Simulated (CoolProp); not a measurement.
Vapour-liquid equilibrium of CH2F2 (R32) (1) + R134a (2) at 0.268 bar; x and y are mole fractions of (1).

The numbers come from the multi-fluid Helmholtz-energy mixture model, Tillner-Roth 1997 and Tillner-Roth 1994; pair parameters Lemmon 2004 in CoolProp.

Give the bubble temperature and the first vapour's composition at x = 0.45, 0.75, 0.95. Is there an azeotrope?

x = 0.45: 207.0 K, y = 0.777; x = 0.75: 201.8 K, y = 0.927; x = 0.95: 199.1 K, y = 0.988. No azeotrope shows between x = 0.05 and 0.95.

The pair parameters rest on a limited set of measurements; away from them the model extrapolates.
